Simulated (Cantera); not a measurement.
A perfectly stirred reactor is fed with H2 : O2 = 0.039 : 1 (molar parts), at 140 Pa; it is held at 1150 K, and followed from long to short residence time.

Cantera simulation using GRI-Mech 3.0 (53 species, 325 reactions); the numbers are that mechanism's predictions, not measurements. Radical loss at walls, strong at low pressure, is not modelled. The temperature is held fixed by assumption; the heat of reaction is taken as removed at once.

What does this change do: H2 0.039 to 0.16 parts?


| quantity | before | after |
|---|---|---|
| x(H2) at τ = 1.00 s | 0.000621 | 0.00341 |
| x(O2) at τ = 1.00 s | 0.938 | 0.808 |
| x(H2O2) at τ = 1.00 s | 7.98e-9 | 2.64e-8 |
| x(HO2) at τ = 1.00 s | 3.41e-7 | 8.59e-7 |
| x(OH) at τ = 1.00 s | 0.00217 | 0.00526 |
| x(H2) at τ = 55.0 ms | 0.00338 | 0.00946 |
| x(O2) at τ = 55.0 ms | 0.936 | 0.783 |
| x(H2O2) at τ = 55.0 ms | 1.50e-8 | 2.74e-8 |
| x(HO2) at τ = 55.0 ms | 4.01e-7 | 8.29e-7 |
| x(OH) at τ = 55.0 ms | 0.00337 | 0.00730 |
